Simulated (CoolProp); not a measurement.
Properties of carbon monoxide along the isobar 0.101 MPa (Tc = 132.9 K, pc = 3.498 MPa, ω = 0.050).

Values from CoolProp's reference Helmholtz-energy equation of state, Lemmon 2006. It is a short technical equation, of lower accuracy than the large ones.

| T (K) | phase | speed of sound (m/s) | isothermal compressibility (1/MPa) |
|---|---|---|---|
| 122.3 | gas | 223.9 | 10.03 |
| 127.7 | gas | 229.0 | 10.01 |
| 133.1 | gas | 234.0 | 9.998 |
| 138.5 | gas | 238.9 | 9.987 |
| 143.9 | gas | 243.6 | 9.978 |
| 149.3 | gas | 248.3 | 9.969 |
| 154.7 | gas | 252.8 | 9.962 |
| 160.1 | gas | 257.3 | 9.956 |
| 165.5 | gas | 261.7 | 9.950 |
| 170.9 | gas | 266.0 | 9.946 |
| 176.3 | gas | 270.2 | 9.941 |
